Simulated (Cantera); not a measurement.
# Low-pressure radical oxidation in H2/O2

An isothermal, constant-pressure homogeneous reactor starts with H2 : O2 = 0.048 : 1 (molar parts), equivalence ratio 0.024, at 1450 K and 1330 Pa.

Detailed kinetics in Cantera: GRI-Mech 3.0 (53 species, 325 reactions). Radical loss at walls, strong at low pressure, is not modelled. The temperature is held fixed by assumption; the heat of reaction is taken as removed at once.

```
t (s)         x H2   x O2      x OH    x HO2     x H2O    x H2O2       x H
--------  --------  -----  --------  -------  --------  --------  --------
2.00e-6     0.0458  0.954  2.19e-10  3.99e-9  2.95e-12    <1e-12   3.77e-9
5.97e-6     0.0458  0.954   1.79e-9  1.19e-8  7.26e-11    <1e-12   1.02e-8
1.78e-5     0.0458  0.954   1.28e-8  3.55e-8   1.62e-9  7.30e-12   2.40e-8
5.32e-5     0.0458  0.954   7.58e-8  1.06e-7   3.05e-8  6.38e-11   5.52e-8
0.000159    0.0458  0.954   5.76e-7  3.16e-7   5.99e-7  5.39e-10   2.60e-7
0.000474    0.0457  0.954   3.56e-5  9.47e-7   5.50e-5   4.09e-9   1.46e-5
0.00141    0.00181  0.916   0.00764  1.67e-6    0.0375   5.38e-8   0.00541
0.00422   0.000702  0.915   0.00605  1.49e-6    0.0399   3.90e-8   0.00442
0.0126    0.000654  0.918   0.00585  1.46e-6    0.0404   3.84e-8   0.00393
0.0376    0.000534  0.925   0.00530  1.35e-6    0.0415   3.64e-8   0.00283
0.112     0.000310  0.937   0.00407  1.07e-6    0.0435   3.05e-8   0.00121
0.335      9.90e-5  0.948   0.00231  5.73e-7    0.0454   1.88e-8  0.000209
1.00       1.85e-5  0.952   0.00100  1.89e-7    0.0463   7.88e-9   1.67e-5
```
x: mole fraction; the columns are a selection and need not sum to one.

Equilibrium at this temperature and pressure: H2 3.96e-7, O2 0.953, OH 0.000147, HO2 9.70e-8, H2O 0.0468, H2O2 8.13e-10, H 5.19e-8 (gas phase only).
